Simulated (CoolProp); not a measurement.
Saturation properties of R143a (Tc = 345.9 K, pc = 3.762 MPa, ω = 0.261).

Computed with CoolProp (reference Helmholtz-energy equation of state, Lemmon and Jacobsen 2000).

| T (K) | p (MPa) | liquid density (kg/m³) | enthalpy of vaporisation (kJ/kg) | liquid cp (kJ/(kg K)) | liquid conductivity (mW/(m K)) |
|---|---|---|---|---|---|
| 267.9 | 0.5245 | 1042 | 192.9 | 1.470 | 82.9 |
| 274.2 | 0.6402 | 1021 | 186.8 | 1.501 | 80.3 |
| 280.5 | 0.7741 | 998.7 | 180.2 | 1.535 | 77.7 |
| 286.7 | 0.9254 | 975.9 | 173.4 | 1.575 | 75.1 |
| 293 | 1.101 | 951.4 | 165.9 | 1.623 | 72.6 |
| 299.2 | 1.296 | 925.8 | 158.0 | 1.679 | 70.0 |
| 305.5 | 1.521 | 897.7 | 149.1 | 1.750 | 67.5 |
| 311.7 | 1.769 | 867.7 | 139.5 | 1.842 | 64.9 |
| 318 | 2.052 | 833.9 | 128.6 | 1.969 | 62.3 |
| 324.2 | 2.362 | 796.2 | 116.3 | 2.156 | 59.7 |
| 330.5 | 2.714 | 751.0 | 101.5 | 2.485 | 57.0 |
| 336.7 | 3.101 | 694.6 | 82.84 | 3.222 | 54.6 |

It boils at 225.9 K under 1 atm.

Thermal conductivity comes from a separate model (McLinden 2000), an estimate that may be off by 10 % or more.
